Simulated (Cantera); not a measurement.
**Equilibrium for carbon deposition, reforming and gasification: C6H6 + O2 + H2**

A closed system holds: 1 mol C6H6, 0.95 mol O2, a varied amount of H2, held at 44.0 Pa.

These are equilibrium values from Cantera (NASA tables, ideal gas, pure condensed phases), not measurements of a reactor. Candidate condensed phases: C, C6H6, C7H8, C8H18, H2O; 110 gas species. Kinetics and transport are ignored.

### Question
Map the stable condensed phases over T = 2298, 2348, 2398, 2448, 2498, 2548, 2598, 2648, 2698, 2748, 2798 K and n(H2) in mol = 3.8, 5, 6.5, 8.5, 11, 15, 19, 25, 33.

### Answer
```
T in K \ n(H2) in mol
         3.8   5 6.5 8.5  11  15  19  25  33
   2798    A   A   A   A   A   A   A   A   A
   2748    B   B   B   B   B   A   A   A   A
   2698    B   B   B   B   B   B   B   A   A
   2648    B   B   B   B   B   B   B   B   B
   2598    B   B   B   B   B   B   B   B   B
   2548    B   B   B   B   B   B   B   B   B
   2498    B   B   B   B   B   B   B   B   B
   2448    B   B   B   B   B   B   B   B   B
   2398    B   B   B   B   B   B   B   B   B
   2348    B   B   B   B   B   B   B   B   B
   2298    B   B   B   B   B   B   B   B   B
```
A: gas only; B: C.
